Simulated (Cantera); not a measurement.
**Silicon nitride deposition: SiHCl3 + NH3 + H2**

Input: 1 mol SiHCl3, 0.27 mol NH3, 20 mol H2, held at 0.0770 bar.

Equilibrium computed with Cantera from the NASA thermochemical tables; the gas is ideal and each condensed phase is pure. Candidate condensed phases: NH4Cl, Si, Si3N4; 28 gas species. Mutual solubility and eutectic melting of coexisting phases are not modelled. The tables' values for SiCl3 are old estimates; treat these amounts as uncertain. Rates play no part.

| T (°C) | x H2 | x HCl | x SiCl4 | x SiHCl3 | x SiCl2 | x SiCl3 | x SiH2Cl2 | x SiH3Cl | n Si(s) | n Si3N4(s) |
|---|---|---|---|---|---|---|---|---|---|---|
| 625 | 0.958 | 0.00603 | 0.0246 | 0.0109 | 5.13e-5 | 0.000162 | 0.000456 | 4.64e-6 | 0.0148 | 0.0675 |
| 650 | 0.957 | 0.00776 | 0.0243 | 0.0107 | 9.05e-5 | 0.000234 | 0.000459 | 4.87e-6 | 0.0245 | 0.0675 |
| 675 | 0.955 | 0.00984 | 0.0238 | 0.0104 | 0.000154 | 0.000330 | 0.000460 | 5.08e-6 | 0.0359 | 0.0675 |
| 700 | 0.953 | 0.0123 | 0.0232 | 0.0101 | 0.000255 | 0.000455 | 0.000460 | 5.28e-6 | 0.0490 | 0.0675 |
| 725 | 0.951 | 0.0152 | 0.0225 | 0.00980 | 0.000410 | 0.000614 | 0.000458 | 5.47e-6 | 0.0638 | 0.0675 |
| 750 | 0.948 | 0.0185 | 0.0217 | 0.00943 | 0.000639 | 0.000810 | 0.000454 | 5.63e-6 | 0.0802 | 0.0675 |
| 775 | 0.946 | 0.0222 | 0.0207 | 0.00902 | 0.000971 | 0.00105 | 0.000447 | 5.76e-6 | 0.0980 | 0.0675 |
| 800 | 0.942 | 0.0264 | 0.0195 | 0.00855 | 0.00143 | 0.00132 | 0.000437 | 5.87e-6 | 0.117 | 0.0675 |
x: gas mole fraction; n: condensed amount in mol.

From 625 °C to 800 °C the condensed part is Si(s) + Si3N4(s). The main Si-bearing gas is SiCl4 throughout. The share of Si in condensed phases is highest at 800 °C (31.9 %) and lowest at 625 °C (21.7 %).
